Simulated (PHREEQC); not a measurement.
Solution (25 °C): 0.0026 mol KH2PO4, 0.29 mol Na2SO4 and 0.047 mol KCl per kg of water. Closed to the air; pH follows from the charge balance.

Equilibrium calculation in PHREEQC: ion-association model, wateq4f.dat.

No solid was allowed to form.

Problem. Estimate the pH, activity of water.

Solution. pH 5.00; activity of water 0.985.

Problem. In which forms is K present?

Solution. K+ 82 %, KSO4- 18 % of the K.

Ionic strength above about 0.7 mol/kgw puts this run outside the model's range. H3PO4, which wateq4f.dat lacks, is added to it with the constant of phreeqc.dat.
